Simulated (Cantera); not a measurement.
A diamond (100) surface in a fixed gas of H2 with x(CH4) = 0.012, x(H) = 0.011, x(CH3) = 0.00065, 1100 Pa; coverages are run to steady state.

Cantera simulation using the Harris–Goodwin 1993 mechanism for the reconstructed diamond (100) surface; the numbers are that mechanism's predictions, not measurements.

θ: site fractions in the mechanism's names (c6HH fully hydrogenated, c6H* and c6*H radical sites, c6** diradical, c6HM methylated).

| T (K) | growth (µm/h) | θ c6HH | θ c6H* | θ c6*H | θ c6** | θ c6HM |
|---|---|---|---|---|---|---|
| 900 | 2.10 | 0.652 | 0.00987 | 0.276 | 0.00408 | 0.0467 |
| 975 | 3.08 | 0.593 | 0.0155 | 0.340 | 0.00767 | 0.0328 |
| 1050 | 3.64 | 0.537 | 0.0223 | 0.398 | 0.0130 | 0.0203 |
| 1125 | (withheld) | (withheld) | (withheld) | (withheld) | (withheld) | (withheld) |
| 1200 | 1.64 | 0.438 | 0.0383 | 0.490 | 0.0298 | 0.00234 |
| 1275 | 1.25 | 0.393 | 0.0465 | 0.518 | 0.0408 | 0.000553 |
| 1350 | 1.27 | (withheld) | (withheld) | 0.537 | (withheld) | (withheld) |

Question: Complete the blanks.

Answer: 
- 1125, growth (µm/h): 2.81
- 1125, θ c6HH: 0.486
- 1125, θ c6H*: 0.0301
- 1125, θ c6*H: 0.450
- 1125, θ c6**: 0.0205
- 1125, θ c6HM: 0.00852
- 1350, θ c6HH: 0.354
- 1350, θ c6H*: 0.0544
- 1350, θ c6**: 0.0533
- 1350, θ c6HM: 0.000130
